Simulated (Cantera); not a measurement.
Feed: 1 mol CsCl, 0.042 mol HCl, 48 mol H2, held at 1202 °C and 100 Torr.

Method: chemical equilibrium by Gibbs-energy minimisation in Cantera with the NASA 1993 tables (ideal gas, pure condensed phases). Candidate condensed phases: Cs, CsCl; 9 gas species. Equilibrium is a limit: real reactors are often held back by kinetics, nucleation or transport.

Base state: H2 0.979, CsCl 0.0202, HCl 0.000935, Cs 7.89e-5, Cs2Cl2 4.76e-5, H 3.51e-5 (mole fractions); condensed: gas only.

Question: What changes in the equilibrium state with this change: pressure from 100 Torr to 0.135 Torr?

Answer: 
```csv
species,before,after
H2,0.979,0.977
CsCl,0.0202,0.0193
HCl,0.000935,0.00188
Cs,7.89e-5,0.00102
Cs2Cl2,4.76e-5,5.88e-8
H,3.51e-5,0.000955
```
